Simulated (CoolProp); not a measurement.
Vapour-liquid equilibrium of R134a (1) + R227EA (2) at 0.0108 MPa; x and y are mole fractions of (1).

Computed with CoolProp (multi-fluid Helmholtz-energy mixture model, Tillner-Roth 1994 and Lemmon 2016; pair parameters Bell 2016).

```tsv
x	bubble temperature, mixture model (K)	bubble temperature, Raoult's law (K)	y, mixture model	y, Raoult's law
0.05	___	214.5	0.097	0.081
0.15	212.9	213.6	___	0.227
0.25	211.8	212.7	0.388	0.358
0.35	___	211.9	0.495	0.474
0.45	210.1	211.1	0.588	0.579
0.55	209.4	210.3	0.670	0.673
0.65	208.8	209.6	0.745	0.758
0.75	208.3	209.0	0.816	0.835
0.85	207.9	208.3	0.888	0.906
0.95	207.6	207.7	0.961	0.970
```

**Question.** Fill in the missing entries.

**Answer.** 
- 0.05, bubble temperature, mixture model (K): 214.3
- 0.15, y, mixture model: 0.258
- 0.35, bubble temperature, mixture model (K): 210.9

The largest gap from Raoult's law is -1.0 K in bubble temperature, at x = 0.45. No azeotrope shows between x = 0.05 and 0.95.

Pair parameters are fitted to limited data, so mixtures are less certain than the pure fluids.
